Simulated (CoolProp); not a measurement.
A single-stage vapour-compression cycle with the fluid: evaporating at 195.15 K (dew point), condensing at 235.15 K (bubble point), superheat 0 K, subcooling 2 K, compressor efficiency 0.65, no pressure losses. The same conditions are run with several fluids, on thermodynamics alone (safety and materials aside).

The numbers come from the reference Helmholtz-energy equation of state of each fluid (propylene: Lemmon 2013; R125: Lemmon 2005; CH2F2 (R32): Tillner-Roth 1997; CH3F (R41): Lemmon 2006; ethane: Bücker 2006; nitrous oxide: Lemmon 2006) in CoolProp.

```
fluid          cooling COP  pressure ratio  discharge temperature (K)  refrigerating effect (kJ/kg)  volumetric capacity (kJ/m³)
-------------  -----------  --------------  -------------------------  ----------------------------  ---------------------------
propylene             2.76            7.75                          …                           389                          202
R125                     …            9.12                      272.4                           138                            …
CH2F2 (R32)           2.62            9.06                      361.1                           349                            …
CH3F (R41)               …            5.98                      340.9                           406                          920
ethane                2.65            4.79                      292.6                           375                         1270
nitrous oxide         2.58               …                      334.8                           295                         1520
```

Q: What belongs in the gaps?

A: 
- propylene, discharge temperature (K): 301.1
- R125, cooling COP: 2.71
- R125, volumetric capacity (kJ/m³): 184
- CH2F2 (R32), volumetric capacity (kJ/m³): 243
- CH3F (R41), cooling COP: 2.61
- nitrous oxide, pressure ratio: 5.52
